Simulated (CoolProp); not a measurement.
Vapour-liquid equilibrium of n-hexane (1) + ethylbenzene (2) at 3.45 kPa; x and y are mole fractions of (1).

Values from CoolProp's multi-fluid Helmholtz-energy mixture model, Thol 2019 and Zhou 2012; pair parameters Bell 2016.

```tsv
x	bubble temperature (°C)	y at the bubble point	dew temperature at overall composition x (°C)	liquid density (mol/L)
0.05	29.9	0.536	42.7	8.059
0.15	15.8	0.815	?	8.129
0.25	8.5	0.895	38.2	8.144
0.35	3.9	0.931	35.7	8.137
0.45	0.7	0.951	?	8.120
0.55	-1.9	0.965	29.3	8.096
0.65	-4.0	?	25.3	8.068
0.75	-5.8	0.983	20.1	8.038
0.85	-7.6	0.990	13.0	8.007
0.95	-9.2	?	0.9	7.975
```

Q: Fill in the missing entries.

A: 
- 0.15, dew temperature at overall composition x (°C): 40.6
- 0.45, dew temperature at overall composition x (°C): 32.7
- 0.65, y at the bubble point: 0.975
- 0.95, y at the bubble point: 0.997

No azeotrope shows between x = 0.05 and 0.95.

Pair parameters are fitted to limited data, so mixtures are less certain than the pure fluids.
